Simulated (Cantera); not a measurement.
A perfectly stirred reactor is fed with 5.26 % C2H6, 94.7 % N2, at 0.00240 bar; it is held at 1950 K, and followed from long to short residence time.

Model: GRI-Mech 3.0 (53 species, 325 reactions), integrated in Cantera. GRI-Mech 3.0 stops at C3 and has no aromatics, soot or wall deposition, so with more carbon than oxygen in the feed, carbon stays in small species such as C2H2 where larger ones or solid carbon would form. Radical loss at walls, strong at low pressure, is not modelled.

One state of this run: x C2H6 = 0.00307; x H2 = 0.0474; x CH2 = 0.000181; x CH4 = 0.0107; x CH3 = 0.0177; x H = 0.00280; x C2H4 = 0.00864. x: mole fraction; the columns are a selection and need not sum to one.

### Question
Which value of τ (s) does it belong to?
(A) 0.036
(B) 0.097
(C) 0.0018
(D) 0.0049

### Answer
D, 0.0049
